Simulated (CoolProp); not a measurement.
Methane at 270.5 K and 1.58 MPa is throttled through a valve to 0.741 MPa with no heat exchange. Each further row changes one setting.

Computed with CoolProp (reference Helmholtz-energy equation of state, Setzmann 1991).

```tsv
case	temperature change (K)	final density (kg/m³)
as stated	-4.5	5.48
outlet pressure 0.222 MPa	-7.4	1.64
outlet pressure 0.963 MPa	-3.3	7.13
```
